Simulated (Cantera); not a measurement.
An adiabatic, constant-volume homogeneous reactor starts with CH4 : H2 : O2 : N2 = 1 : 0.082 : 1.36 : 5.12 (molar parts), at 1000 K and 2100000 Pa. Integrator tolerance rtol = 1e-08.

Model: GRI-Mech 3.0 (53 species, 325 reactions), integrated in Cantera. The pressure lies above the range GRI-Mech 3.0 was tuned for (to about 10 atm).

```csv
quantity,before,after
time of steepest temperature rise,9.57 ms,0.263 s
temperature at 3.00 s,2810 K,2709 K
equilibrium temperature,2810 K,2709 K
x(CH4) at 3.00 s,9.42e-10 (gas-phase equilibrium 1.05e-9),2.27e-12 (gas-phase equilibrium 2.61e-12)
x(H2) at 3.00 s,0.0748 (gas-phase equilibrium 0.0748),0.0747 (gas-phase equilibrium 0.0747)
x(O2) at 3.00 s,4.47e-5 (gas-phase equilibrium 4.47e-5),0.000444 (gas-phase equilibrium 0.000444)
x(C2H) at 3.00 s,<1e-12 (gas-phase equilibrium <1e-12),<1e-12 (gas-phase equilibrium <1e-12)
x(CH2CO) at 3.00 s,5.74e-12 (gas-phase equilibrium 6.26e-12),<1e-12 (gas-phase equilibrium <1e-12)
```

**Question.** What was changed between the two runs?
(A) constant pressure in place of constant volume
(B) pressure from 2100000 Pa to 90000 Pa
(C) pressure from 2100000 Pa to 1100000 Pa
(D) pressure from 2100000 Pa to 500000 Pa

**Answer.** B, pressure from 2100000 Pa to 90000 Pa
